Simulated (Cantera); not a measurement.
Input: 1 mol B2O3, 0.18 mol NH3, at 10000 Pa.

Method: chemical equilibrium by Gibbs-energy minimisation in Cantera with the NASA 1993 tables (ideal gas, pure condensed phases). Candidate condensed phases: B, BN, B2O3, B3O3H3, H2O; 39 gas species. Kinetics and transport are ignored. All values below are at 2325 K.

Base state: B2O3 0.575, HBO2 0.130, H2 0.0978, N2 0.0641, BO 0.0477, HBO 0.0390, B2O2 0.0279, H 0.0109 (mole fractions); condensed: gas only.

Problem. What changes in the equilibrium state with this change: pressure from 10000 Pa to 5800 Pa?

Solution. 
```tsv
species	before	after
B2O3	0.575	0.566
HBO2	0.130	0.132
H2	0.0978	0.0945
BO	0.0477	0.0595
H	0.0109	0.0140
B2O2	0.0279	0.0252
HBO	0.0390	0.0364
N2	0.0641	0.0636
O	6.69e-6	1.26e-5
OH	8.85e-5	0.000124
```
